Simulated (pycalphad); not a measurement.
## Phase fractions of Ti-0.24V-2.08Si (at.%)

All values are pycalphad results on the COST 507 light-alloy database (1999) (1 atm), not direct measurements. The data set is of 1999 and partly superseded. Not assessed as a whole: an extrapolation from subsystems, which can miss ternary compounds. Amounts are mole fractions of atoms. Kinetics are ignored, which matters at the lower temperatures.

```tsv
T (K)	liquid	bcc	SITI3	hcp
1950	1.000	-	-	-
1850	0.320	0.680	-	-
1750	0.054	0.946	-	-
1300	-	1.000	-	-
1200	-	0.979	0.021	-
1100	-	-	0.065	0.935
1000	-	-	0.066	0.934
900	-	-	0.068	0.932
800	-	-	0.069	0.931
700	-	-	0.071	0.929
600	-	-	0.073	0.927
500	-	trace	0.075	0.925
```

Database names, with the compositions (at.%) that they take in these runs: SITI3: Ti 75 Si 25.
